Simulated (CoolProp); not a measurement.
Vapour-liquid equilibrium of propane (1) + R236FA (2) at 333 K; x and y are mole fractions of (1).

Computed with CoolProp (multi-fluid Helmholtz-energy mixture model, Lemmon 2009 and Pan 2012; pair parameters Bell 2016).

### Question
Give the bubble pressure and the first vapour's composition at x = 0.05, 0.2, 0.35. Is there an azeotrope?

### Answer
x = 0.05: 945.6 kPa, y = 0.196; x = 0.2: 1393 kPa, y = 0.474; x = 0.35: 1692 kPa, y = 0.596. y crosses x between x = 0.8 and 0.95: the model has an azeotrope there.

Pair parameters are fitted to limited data, so mixtures are less certain than the pure fluids.
